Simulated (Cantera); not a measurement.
# Hydrocarbon pyrolysis for carbon deposition

An isothermal, constant-pressure homogeneous reactor starts with C3H8 : H2 = 1 : 1.4 (molar parts), at 1900 K and 0.210 bar.

Detailed kinetics in Cantera: GRI-Mech 3.0 (53 species, 325 reactions). GRI-Mech 3.0 was tuned for natural gas; its chemistry of propane as a main component is partial and can be far from experiment. GRI-Mech 3.0 stops at C3 and has no aromatics, soot or wall deposition, so with more carbon than oxygen in the feed, carbon stays in small species such as C2H2 where larger ones or solid carbon would form.

```csv
t (s),x C3H8,x H2,x CH2,x H,x CH4,x C2H
0.000200,3.83e-7,0.575,5.81e-6,0.000925,0.173,4.54e-6
0.000665,2.03e-7,0.604,5.04e-6,0.000964,0.146,5.01e-6
0.00221,6.65e-8,0.644,4.14e-6,0.00110,0.0954,5.66e-6
0.00737,6.93e-9,0.687,2.57e-6,0.00127,0.0424,6.43e-6
0.0245,2.93e-10,0.710,1.15e-6,0.00141,0.0136,7.11e-6
0.0816,1.61e-11,0.717,4.11e-7,0.00147,0.00420,7.38e-6
0.271,4.85e-12,0.719,2.10e-7,0.00148,0.00206,7.43e-6
0.903,4.43e-12,0.719,1.97e-7,0.00148,0.00193,7.43e-6
3.01,4.43e-12,0.719,1.97e-7,0.00148,0.00193,7.43e-6
10.0,4.43e-12,0.719,1.97e-7,0.00148,0.00193,7.43e-6
```
x: mole fraction; the columns are a selection and need not sum to one.

Equilibrium at this temperature and pressure: C3H8 4.43e-12, H2 0.719, CH2 1.97e-7, H 0.00148, CH4 0.00193, C2H 7.43e-6 (gas phase only).
